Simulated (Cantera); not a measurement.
Low-pressure radical oxidation in H2/O2

A perfectly stirred reactor is fed with H₂ : O₂ : N₂ = 0.012 : 1 : 0.5 (molar parts), equivalence ratio 0.0060, at 10.00 Torr; it is held at 1073 K, and followed from long to short residence time.

Cantera simulation using GRI-Mech 3.0 (53 species, 325 reactions); the numbers are that mechanism's predictions, not measurements. Radical loss at walls, strong at low pressure, is not modelled.

| τ (s) | x H₂ | x O₂ | x HO₂ | x N₂O | x NO₂ | x NO |
|---|---|---|---|---|---|---|
| 0.33 | 0.000164 | 0.658 | 9.69e-7 | 4.10e-9 | 1.11e-12 | 6.02e-9 |
| 0.21 | 0.000216 | 0.658 | 1.10e-6 | 3.53e-9 | 1.02e-12 | 6.32e-9 |
| 0.14 | 0.000278 | 0.658 | 1.22e-6 | 3.02e-9 | <1e-12 | 6.38e-9 |
| 0.087 | 0.000378 | 0.657 | 1.36e-6 | 2.42e-9 | <1e-12 | 6.13e-9 |
| 0.056 | 0.000508 | 0.657 | 1.50e-6 | 1.90e-9 | <1e-12 | 5.55e-9 |
| 0.036 | 0.000690 | 0.657 | 1.63e-6 | 1.43e-9 | <1e-12 | 4.71e-9 |
| 0.023 | 0.000950 | 0.657 | 1.76e-6 | 1.02e-9 | <1e-12 | 3.69e-9 |
| 0.015 | 0.00129 | 0.657 | 1.86e-6 | 7.05e-10 | <1e-12 | 2.69e-9 |
| 0.0097 | 0.00178 | 0.657 | 1.94e-6 | 4.57e-10 | <1e-12 | 1.77e-9 |
| 0.0063 | 0.00244 | 0.657 | 1.99e-6 | 2.79e-10 | <1e-12 | 1.03e-9 |
| 0.0040 | 0.00338 | 0.658 | 1.98e-6 | 1.52e-10 | <1e-12 | 4.83e-10 |
x: mole fraction; the columns are a selection and need not sum to one.
